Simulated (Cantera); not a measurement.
**Adiabatic ignition**

An adiabatic, constant-pressure homogeneous reactor starts with 9.34 % CH4, 19.0 % O2, 71.6 % N2, equivalence ratio 0.98, at 1525 K and 1430 Torr.

Model: GRI-Mech 3.0 (53 species, 325 reactions), integrated in Cantera.

```tsv
t (s)	T (K)	x CH4	x O2	x H2	x H2O	x CO2	x C2H	x CH2O
1.00e-6	1525	0.0934	0.190	4.32e-8	3.40e-8	<1e-12	<1e-12	2.04e-9
3.15e-6	1525	0.0934	0.190	1.60e-7	1.84e-7	1.83e-12	<1e-12	2.37e-8
9.92e-6	1525	0.0934	0.190	5.76e-7	1.01e-6	4.02e-11	<1e-12	2.72e-7
3.12e-5	1525	0.0933	0.190	2.56e-6	8.14e-6	1.51e-9	<1e-12	3.61e-6
9.84e-5	1525	0.0932	0.190	2.22e-5	9.99e-5	1.05e-7	<1e-12	6.06e-5
0.000310	1533	0.0909	0.189	0.000475	0.00172	7.01e-6	<1e-12	0.000851
0.000976	2793	<1e-12	0.0223	0.0156	0.150	0.0521	<1e-12	4.46e-10
0.00307	2783	<1e-12	0.0200	0.0159	0.151	0.0518	<1e-12	4.60e-10
0.00968	2783	<1e-12	0.0198	0.0159	0.151	0.0518	<1e-12	4.60e-10
0.0305	2783	<1e-12	0.0198	0.0159	0.151	0.0518	<1e-12	4.60e-10
0.0960	2783	<1e-12	0.0198	0.0159	0.151	0.0518	<1e-12	4.60e-10
0.302	2783	<1e-12	0.0198	0.0159	0.151	0.0518	<1e-12	4.60e-10
0.953	2783	<1e-12	0.0198	0.0159	0.151	0.0518	<1e-12	4.60e-10
3.00	2783	<1e-12	0.0198	0.0159	0.151	0.0518	<1e-12	4.60e-10
```
x: mole fraction; the columns are a selection and need not sum to one.

```yaml
time_of_steepest_temperature_rise: 0.563 ms
temperature at 3.00 s: 2783 K
equilibrium_temperature: 2783 K
x(CH4) at 3.00 s: <1e-12 (gas-phase equilibrium <1e-12)
x(O2) at 3.00 s: 0.0198 (gas-phase equilibrium 0.0198)
x(H2) at 3.00 s: 0.0159 (gas-phase equilibrium 0.0159)
```
